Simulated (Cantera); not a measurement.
Charge: 1 mol AlN, 3.3 mol HCl, 57 mol H2, equilibrated at 1123 K and 3.20 Pa.

These are equilibrium values from Cantera (NASA tables, ideal gas, pure condensed phases), not measurements of a reactor. Candidate condensed phases: Al, AlCl3, AlN, NH4Cl; 20 gas species. The tables' values for AlCl2 are old estimates; treat these amounts as uncertain. The numbers say what is thermodynamically allowed, not how fast it happens.

Base state: H2 0.956, HCl 0.0321, AlCl3 0.00703, N2 0.00410, AlCl 0.000843, AlCl2 0.000335 (mole fractions); condensed: AlN(s).

Problem. What changes in the equilibrium state with this change: temperature from 1123 K to 1350 K?

Solution. 
| species | before | after |
|---|---|---|
| H2 | 0.956 | 0.939 |
| HCl | 0.0321 | 0.0361 |
| AlCl | 0.000843 | 0.0153 |
| AlCl3 | 0.00703 | 0.000377 |
| Cl | 2.20e-7 | 1.31e-5 |
| H | 7.36e-6 | 0.000408 |
| AlN(s), mol | 0.505 | 0 |
